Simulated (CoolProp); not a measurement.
Vapour-liquid equilibrium of dimethyl ether (1) + methanol (2) at 0.00905 MPa; x and y are mole fractions of (1).

The numbers come from the multi-fluid Helmholtz-energy mixture model, Wu 2011 and de Reuck 1993; pair parameters Bell 2016 in CoolProp.

| x | bubble temperature, mixture model (°C) | bubble temperature, Raoult's law (°C) | y, mixture model | y, Raoult's law |
|---|---|---|---|---|
| 0.05 | -33.5 | -14.9 | 0.962 | 0.844 |
| 0.125 | -49.7 | -33.0 | 0.992 | 0.964 |
| 0.2 | -56.2 | -42.1 | 0.996 | 0.985 |
| 0.275 | -59.7 | -48.0 | 0.997 | 0.992 |
| 0.35 | -61.8 | -52.3 | 0.997 | 0.995 |
| 0.425 | -63.1 | -55.6 | 0.998 | 0.997 |
| 0.5 | -64.1 | -58.3 | 0.998 | 0.998 |
| 0.575 | -64.8 | -60.5 | 0.998 | 0.999 |
| 0.65 | -65.4 | -62.4 | 0.998 | 0.999 |
| 0.725 | -66.0 | -64.1 | 0.998 | 0.999 |
| 0.8 | -66.6 | -65.6 | 0.998 | 1.000 |
| 0.875 | -67.4 | -67.0 | 0.998 | 1.000 |
| 0.95 | -68.3 | -68.2 | 0.999 | 1.000 |

The largest gap from Raoult's law is -18.6 K in bubble temperature, at x = 0.05. No azeotrope shows between x = 0.05 and 0.95.

The pair parameters rest on a limited set of measurements; away from them the model extrapolates. With so large a gap from Raoult's law the liquid may split in two, which this calculation doesn't test in full.
